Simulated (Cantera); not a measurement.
Charge: 1 mol Ti, 6.4 mol H2.

Method: chemical equilibrium by Gibbs-energy minimisation in Cantera with the NASA 1993 tables (ideal gas, pure condensed phases). Candidate condensed phases: Ti; 3 gas species. Equilibrium is a limit: real reactors are often held back by kinetics, nucleation or transport.

Q: What condenses at these points (T in K, P in Pa): (1973, 100000); (2148, 10); (2148, 7200); (2123, 7200); (1998, 7200)?

A: 
| T (K) | P in Pa | condensed phases | Ti condensed (%) |
|---|---|---|---|
| 1973 | 100000 | Ti | 100.0 |
| 2148 | 10 | gas only | 0.0 |
| 2148 | 7200 | Ti | 99.5 |
| 2123 | 7200 | Ti | 99.6 |
| 1998 | 7200 | Ti | 99.9 |
